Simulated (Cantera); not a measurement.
An isothermal, constant-pressure homogeneous reactor starts with 0.461 % CO, 2.16 % O2, 3.29 % H2O, 94.1 % N2, equivalence ratio 0.11, at 1000 K and 10.0 bar.

Detailed kinetics in Cantera: GRI-Mech 3.0 (53 species, 325 reactions).

Q: Predict: x(CO) at 2.00 s; x(O2) at 2.00 s; x(H2O) at 2.00 s; x(CO2) at 2.00 s.

A: 
| Item | Result |
|---|---|
| x(CO) at 2.00 s | 0.00161 (gas-phase equilibrium <1e-12) |
| x(O2) at 2.00 s | 0.0202 (gas-phase equilibrium 0.0194) |
| x(H2O) at 2.00 s | 0.0330 (gas-phase equilibrium 0.0330) |
| x(CO2) at 2.00 s | 0.00301 (gas-phase equilibrium 0.00462) |
